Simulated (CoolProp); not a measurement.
Aqueous propylene glycol as a coolant, 22 % by mass, freezing at -8.2 °C, 1 atm.

Values from CoolProp's Melinder's fits for secondary coolants.

| T (°C) | viscosity (mPa s) | Prandtl number | density (kg/m³) | conductivity (W/(m K)) |
|---|---|---|---|---|
| -6 | 6.30 | 53.9 | 1023 | … |
| -0.7 | … | 41.5 | 1023 | 0.462 |
| 4.5 | 3.91 | … | 1021 | 0.467 |
| 9.8 | 3.15 | 26.2 | 1020 | 0.472 |
| 15.1 | 2.59 | 21.4 | 1018 | 0.478 |
| 20.3 | 2.16 | … | 1016 | 0.483 |
| 25.6 | 1.83 | 14.9 | 1014 | 0.488 |
| 30.8 | 1.57 | 12.7 | … | 0.493 |
| 36.1 | 1.36 | 10.9 | 1010 | 0.498 |

**Question.** Complete the blanks.

**Answer.** 
- -6, conductivity (W/(m K)): 0.456
- -0.7, viscosity (mPa s): 4.90
- 4.5, Prandtl number: 32.8
- 20.3, Prandtl number: 17.7
- 30.8, density (kg/m³): 1012
